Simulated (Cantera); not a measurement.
Charge: 1 mol CCl4, 1.3 mol H2, equilibrated at 0.600 Torr.

Method: chemical equilibrium by Gibbs-energy minimisation in Cantera with the NASA 1993 tables (ideal gas, pure condensed phases). Candidate condensed phases: C, C6H6, C7H8, C8H18; 91 gas species. Rates play no part. All values below are at 2377 °C.

Base state: Cl 0.585, H 0.288, HCl 0.0879, H2 0.0301, C3 0.00559, C 0.00145, C2H2 (acetylene) 0.000592, C2H 0.000547 (mole fractions); condensed: C(graphite).

Task: What changes in the equilibrium state with this change: CCl4 replaced by CH3Cl?

Result: 
```csv
species,before,after
H,0.288,0.652
H2,0.0301,0.155
Cl,0.585,0.135
HCl,0.0879,0.0460
Cl2,1.17e-5,6.22e-7
C4H2,4.82e-6,2.47e-5
C2H2 (acetylene),0.000592,0.00304
C2H,0.000547,0.00124
"C(graphite), mol",0.870,0.845
```

Task: What changes in the equilibrium state with this change: pressure from 0.600 Torr to 750 Torr?

Result: 
| species | before | after |
|---|---|---|
| HCl | 0.0879 | 0.639 |
| Cl | 0.585 | 0.349 |
| Cl2 | 1.17e-5 | 0.00518 |
| H | 0.288 | 0.00281 |
| H2 | 0.0301 | 0.00358 |
| C | 0.00145 | 1.16e-6 |
| C2 | 0.000530 | 4.24e-7 |
| C3 | 0.00559 | 4.47e-6 |
| C5 | 3.08e-5 | 2.47e-8 |
| C(graphite), mol | 0.870 | 0.997 |
